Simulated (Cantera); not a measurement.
Predominance diagram of Ca at 1277 °C against the partial pressures of O2 and Cl2 (log10, bar). Standard-state values (1 bar) from the NASA 1993 polynomials, evaluated with Cantera. Candidates: Ca(l), CaCl2(l), CaO(s). Only these pure phases compete in this equilibrium. Not in the tables: oxide halides.

### Question
Which phase is stable at these pairs, and which metal-bearing vapour leads over it? (-0.8, -0.1); (-3.2, -8.1); (-8.1, -5.9); (-12.2, 1); (-8.9, -12.7); (-0.8, -4.7); (-4.1, -8.1)

### Answer
| log p(O2) | log p(Cl2) | phase | chief vapour | log p (bar) |
|---|---|---|---|---|
| -0.8 | -0.1 | CaCl2(l) | CaCl2 | -2.5 |
| -3.2 | -8.1 | CaO(s) | CaCl2 | -5.5 |
| -8.1 | -5.9 | CaCl2(l) | CaCl2 | -2.5 |
| -12.2 | 1 | CaCl2(l) | CaCl2 | -2.5 |
| -8.9 | -12.7 | CaO(s) | CaCl2 | -7.2 |
| -0.8 | -4.7 | CaO(s) | CaCl2 | -3.3 |
| -4.1 | -8.1 | CaO(s) | CaCl2 | -5.0 |
